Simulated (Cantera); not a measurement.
SiH₄ + C₂H₄ + H₂ (silicon carbide growth)

Charge: 1 mol SiH₄, 0.069 mol C₂H₄, 17 mol H₂, equilibrated at 850 °C and 0.100 bar.

Method: chemical equilibrium by Gibbs-energy minimisation in Cantera with the NASA 1993 tables (ideal gas, pure condensed phases). Candidate condensed phases: C, C₆H₆, C₇H₈, C₈H₁₈, Si, SiC; 87 gas species. Mutual solubility and eutectic melting of coexisting phases are not modelled. Equilibrium is a limit: real reactors are often held back by kinetics, nucleation or transport.

```yaml
x(H₂): 1.000
x(CH₄): 2.99e-6
n(Si(s)): 0.862 mol
n(SiC(s)): 0.138 mol
gas_amount: 19.14 mol
log10 activity of C(graphite) (absent): -2.99
```
